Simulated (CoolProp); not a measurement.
Saturated liquid density (kg/m³) of C3F8 (R218): the reference equation beside estimates from Tc = 345.0 K, pc = 2.640 MPa, ω = 0.317. Rackett uses Z = 0.29056 − 0.08775 ω.

Computed with CoolProp (reference Helmholtz-energy equation of state, Lemmon 2006). It is a short technical equation, of lower accuracy than the large ones.

```csv
T (K),reference,Rackett,van der Waals,Redlich-Kwong,Soave-Redlich-Kwong,Peng-Robinson
267.1,1483,1578,918.8,1309,1387,1573
270.2,1468,1562,909.6,1292,1370,1555
273.2,1454,1547,900.6,1276,1354,1536
276.3,1440,1530,891.0,1259,1337,1517
279.4,1424,1513,881.2,1241,1319,1497
282.4,1409,1497,871.4,1223,1301,1477
285.5,1393,1479,861.1,1205,1282,1455
288.6,1377,1461,850.5,1186,1262,1433
291.6,1361,1443,839.9,1167,1242,1410
294.7,1343,1424,828.7,1146,1221,1386
```

Absolute difference from the reference over all 10 rows, mean and median: Rackett 6.2 and 6.2 %, van der Waals 38.2 and 38.1 %, Redlich-Kwong 13.1 and 13.0 %, Soave-Redlich-Kwong 7.6 and 7.5 %, Peng-Robinson 4.8 and 5.0 %.
